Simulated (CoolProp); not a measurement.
The numbers come from the reference Helmholtz-energy equation of state, Zhou 2011 in CoolProp.

Question: For dimethyl carbonate, give the phase and the Z, cv (kJ/(kg K)), speed of sound (m/s), Joule-Thomson coefficient (K/MPa) at 503.3 K and 5040 kPa.

Answer: 
- 503.3 K and 5040 kPa: liquid; Z 0.145, cv 1.71, speed of sound 476, Joule-Thomson coefficient 0.310
